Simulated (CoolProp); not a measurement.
A closed Brayton cycle with dry air: compressor inlet 322.15 K and 6.6 MPa, high pressure 13.2 MPa, turbine inlet 705 K, compressor efficiency 0.8, turbine efficiency 0.85, recuperator effectiveness 0 (on enthalpy, no pinch check). Each further row changes one setting.

Computed with CoolProp (reference Helmholtz-energy equation of state, Lemmon 2000). It is a pseudo-pure fit of the blend.

| case | thermal efficiency (%) | net work (kJ/kg) | compressor to turbine work | compressor exit (K) | turbine exit (K) |
|---|---|---|---|---|---|
| as stated | … | 22.3 | 0.80 | 410.8 | 602.2 |
| turbine inlet 655 K | … | 14.2 | … | 410.8 | 558.4 |
| compressor inlet 332.15 K | … | 19.2 | … | 423.5 | 602.2 |
| high pressure 11.2 MPa | 6.0 | 20.6 | 0.76 | … | 625.1 |
| recuperator effectiveness 0.5 | … | 22.3 | 0.80 | 410.8 | 602.2 |

Task: Complete the blanks.

Result: 
- as stated, thermal efficiency (%): 6.9
- turbine inlet 655 K, thermal efficiency (%): 5.3
- turbine inlet 655 K, compressor to turbine work: 0.86
- compressor inlet 332.15 K, thermal efficiency (%): 6.3
- compressor inlet 332.15 K, compressor to turbine work: 0.83
- high pressure 11.2 MPa, compressor exit (K): 388.2
- recuperator effectiveness 0.5, thermal efficiency (%): 10.2
